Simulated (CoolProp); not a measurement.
Saturation properties of sulfur dioxide (Tc = 430.6 K, pc = 7887 kPa, ω = 0.256).

Model: reference Helmholtz-energy equation of state, Gao 2016, in CoolProp.

```json
[
 {"T (K)": "319.1", "p (kPa)": "750.3", "vapour density (kg/m³)": "20.27", "enthalpy of vaporisation (kJ/kg)": "333.7", "surface tension (mN/m)": "17.6"},
 {"T (K)": "322.5", "p (kPa)": "826.3", "vapour density (kg/m³)": "___", "enthalpy of vaporisation (kJ/kg)": "329.7", "surface tension (mN/m)": "17.0"},
 {"T (K)": "325.9", "p (kPa)": "907.9", "vapour density (kg/m³)": "___", "enthalpy of vaporisation (kJ/kg)": "325.7", "surface tension (mN/m)": "16.3"},
 {"T (K)": "329.3", "p (kPa)": "995.5", "vapour density (kg/m³)": "26.72", "enthalpy of vaporisation (kJ/kg)": "321.5", "surface tension (mN/m)": "15.7"},
 {"T (K)": "332.7", "p (kPa)": "1089", "vapour density (kg/m³)": "29.20", "enthalpy of vaporisation (kJ/kg)": "317.3", "surface tension (mN/m)": "15.0"},
 {"T (K)": "336.1", "p (kPa)": "1189", "vapour density (kg/m³)": "31.87", "enthalpy of vaporisation (kJ/kg)": "313.0", "surface tension (mN/m)": "14.4"},
 {"T (K)": "339.5", "p (kPa)": "1296", "vapour density (kg/m³)": "34.73", "enthalpy of vaporisation (kJ/kg)": "308.5", "surface tension (mN/m)": "13.7"},
 {"T (K)": "342.8", "p (kPa)": "1407", "vapour density (kg/m³)": "37.71", "enthalpy of vaporisation (kJ/kg)": "304.1", "surface tension (mN/m)": "13.1"},
 {"T (K)": "346.2", "p (kPa)": "1528", "vapour density (kg/m³)": "41.01", "enthalpy of vaporisation (kJ/kg)": "299.4", "surface tension (mN/m)": "12.5"},
 {"T (K)": "349.6", "p (kPa)": "1657", "vapour density (kg/m³)": "44.54", "enthalpy of vaporisation (kJ/kg)": "294.6", "surface tension (mN/m)": "11.8"},
 {"T (K)": "353", "p (kPa)": "1793", "vapour density (kg/m³)": "48.33", "enthalpy of vaporisation (kJ/kg)": "289.7", "surface tension (mN/m)": "11.2"},
 {"T (K)": "356.4", "p (kPa)": "1938", "vapour density (kg/m³)": "___", "enthalpy of vaporisation (kJ/kg)": "284.6", "surface tension (mN/m)": "10.6"},
 {"T (K)": "359.8", "p (kPa)": "2091", "vapour density (kg/m³)": "56.77", "enthalpy of vaporisation (kJ/kg)": "279.3", "surface tension (mN/m)": "9.95"},
 {"T (K)": "363.2", "p (kPa)": "2253", "vapour density (kg/m³)": "61.47", "enthalpy of vaporisation (kJ/kg)": "___", "surface tension (mN/m)": "9.32"},
 {"T (K)": "366.6", "p (kPa)": "2424", "vapour density (kg/m³)": "66.51", "enthalpy of vaporisation (kJ/kg)": "268.3", "surface tension (mN/m)": "8.70"}
]
```

Q: What belongs in the gaps?

A: 
- 322.5, vapour density (kg/m³): 22.26
- 325.9, vapour density (kg/m³): 24.41
- 356.4, vapour density (kg/m³): 52.40
- 363.2, enthalpy of vaporisation (kJ/kg): 273.9

It boils at 263.1 K under 1 atm.

Surface tension comes from a separate correlation (Mulero 2012).
